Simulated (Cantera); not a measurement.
Input: 1 mol SiCl4, a varied amount of NH3, 54 mol N2, at 1875 K and 62.3 Torr.

Method: chemical equilibrium by Gibbs-energy minimisation in Cantera with the NASA 1993 tables (ideal gas, pure condensed phases). Candidate condensed phases: NH4Cl, Si, Si3N4; 28 gas species. The tables' values for SiCl3, SiCl are old estimates; treat these amounts as uncertain. Rates play no part.

log p: log10 of the partial pressure in bar; n: condensed amount in mol.

```
n(NH3) (mol)  log p N2  log p H2  log p HCl  log p SiCl2  n Si3N4(s)
------------  --------  --------  ---------  -----------  ----------
1                -1.11     -3.12      -2.56        -2.86           0
2.7              -1.13     -2.39      -2.57        -2.88           0
4.4              -1.14     -2.15      -2.59        -2.90           0
6                -1.16     -2.02      -2.58        -2.96           ?
7.7              -1.17     -1.92      -2.57        -3.02           ?
9.4              -1.19     -1.85      -2.56        -3.08           ?
11               -1.20     -1.79      -2.56        -3.12           ?
13               -1.21     -1.74      -2.57        -3.18       0.109
14               -1.22     -1.71      -2.57        -3.20       0.116
```

### Question
Complete the blanks.

### Answer

- 6, n Si3N4(s): 0.0255
- 7.7, n Si3N4(s): 0.0534
- 9.4, n Si3N4(s): 0.0751
- 11, n Si3N4(s): 0.0917
